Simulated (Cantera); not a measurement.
A closed system holds: 1 mol FeS₂, 0.31 mol O₂, held at 450 °C and 180 Torr.

Equilibrium computed with Cantera from the NASA thermochemical tables; the gas is ideal and each condensed phase is pure. Candidate condensed phases: Fe, FeO, FeS, FeSO₄, FeS₂, Fe₂O₃, Fe₂(SO₄)₃, Fe₃O₄, S; 12 gas species. Gases not in the tables: S₃ to S₇. Equilibrium is a limit: real reactors are often held back by kinetics, nucleation or transport.

Base state: SO₂ 0.999, S₂ 0.000391, S₂O 0.000136 (mole fractions); condensed: FeS₂(s) + Fe₃O₄(s).

### Question
What changes in the equilibrium state with this change: temperature from 450 °C to 750 °C?

### Answer
| species | before | after |
|---|---|---|
| S₂ | 0.000391 | 0.516 |
| SO₂ | 0.999 | 0.467 |
| S₂O | 0.000136 | 0.0168 |
| SO | 4.89e-8 | 7.58e-5 |
| FeS₂(s), mol | 0.884 | 0 |
| Fe₃O₄(s), mol | 0.0388 | 0 |
| FeS(s), mol | 0 | 1.00 |
FeS: taken at fixed stoichiometry.
